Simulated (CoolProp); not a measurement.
Octamethylcyclotetrasiloxane (D4) along the isobar 1.07 MPa: density (kg/m³) from the reference equation and from simpler models built on Tc = 313.4 °C, pc = 1.347 MPa, ω = 0.598; each cubic takes its own stable root.

Computed with CoolProp (reference Helmholtz-energy equation of state, Thol 2015).

```
T (°C)   phase  reference  Redlich-Kwong  Peng-Robinson
------  ------  ---------  -------------  -------------
251.25  liquid      650.1          516.2          645.8
264.85  liquid      621.0          483.8          605.5
278.55  liquid      585.9          443.1          555.4
292.25  liquid      537.9          122.5          485.8
305.85     gas      113.5          106.9          114.0
319.55     gas      99.11          97.37          100.2
333.15     gas      90.26          90.46          91.41
346.85     gas      83.80          84.98          84.86
```

At some of these states Redlich-Kwong gives the other phase, because its saturation line lies elsewhere.
